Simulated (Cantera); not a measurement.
Cantera with NASA thermochemical tables; ideal gases at 1 bar, condensed phases pure. Values are per mole of reaction as written; species without (g) are pure solids or liquids, kept so even where they would boil at 1 bar. TaC: taken at fixed stoichiometry.

3 NO(g) + TaC = CO(g) + TaO₂(g) + 3 N(g), with ΔH° = 977.0 kJ and ΔS° = 263.3 J/K at 300 K.

**Question.** How far is the shortcut ΔG° ≈ ΔH°(300 K) − T·ΔS°(300 K) from the full temperature-dependent value at 525, 725, 925, 1125, 1325, 1525, 1725, 1925, 2125, 2325 K?

**Answer.** 
| T (K) | shortcut (kJ) | full (kJ) | difference (kJ) | difference in log10 K |
|---|---|---|---|---|
| 525 | 838.8 | 838.2 | 0.6 | -0.06 |
| 725 | 786.1 | 784.5 | 1.6 | -0.12 |
| 925 | 733.5 | 730.6 | 2.8 | -0.16 |
| 1125 | 680.8 | 676.8 | 4.0 | -0.19 |
| 1325 | 628.1 | 623.0 | 5.1 | -0.20 |
| 1525 | 575.5 | 569.5 | 6.0 | -0.21 |
| 1725 | 522.8 | 516.1 | 6.7 | -0.20 |
| 1925 | 470.2 | 463.0 | 7.2 | -0.19 |
| 2125 | 417.5 | 410.1 | 7.4 | -0.18 |
| 2325 | 364.9 | 357.6 | 7.3 | -0.16 |
The shortcut ignores the heat-capacity change of the reaction.
